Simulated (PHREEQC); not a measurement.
0.049 g of hydrous ferric oxide (600 m²/g; 0.2 weak and 0.005 strong sites per Fe, Dzombak-Morel constants, diffuse double layer) in 1 kg of water with 0.001 mol/kgw of an inert sodium salt and 6.8e-06 mol/kgw Na2HAsO4 and 1.6e-05 mol/kgw CuCl2, at 25 °C; the pH is set by adding NaOH or the inert anion's acid. Oxygen is held at 0.21 atm. No CO2 enters from the air. No solid was allowed to form.

Base run: PHREEQC, ion-association model, wateq4f.dat. Each further column changes one thing. The table gives Cu sorbed (%).

```tsv
pH	base	no electrostatic term (-no_edl)	background salt from 0.001 to 0.0001 mol/kgw	oxide from 0.049 to 0.24 g/kgw	0.00018 mol/kgw ZnCl2 added
3	0.0	0.0	0.0	0.0	0.0
3.75	0.2	0.3	0.1	0.7	0.2
4.12	0.8	1.8	0.7	3.1	0.8
4.88	10.9	20.5	10.3	34.9	10.5
5.25	24.8	45.4	24.1	65.1	23.5
6	79.3	94.8	78.9	97.2	76.6
6.75	98.3	99.7	98.3	99.8	95.3
7.12	99.1	99.8	99.1	99.9	93.9
7.88	99.3	99.5	99.3	99.9	59.7
8.25	99.3	98.9	99.3	99.9	30.9
9	99.2	90.7	99.3	99.9	11.7
```

The database has no arsenate complexes of Cu. The database's constant for dissolved Cu(OH)2 is higher than later reviews accept. The oxide is taken as insoluble; below pH 4 it would dissolve. In at least one series the solution becomes supersaturated in solids that the run did not let form, among them Cu(OH)2, Zn(OH)2-e, Zn5(OH)8Cl2. The database has no arsenate complexes of Cu, Zn.
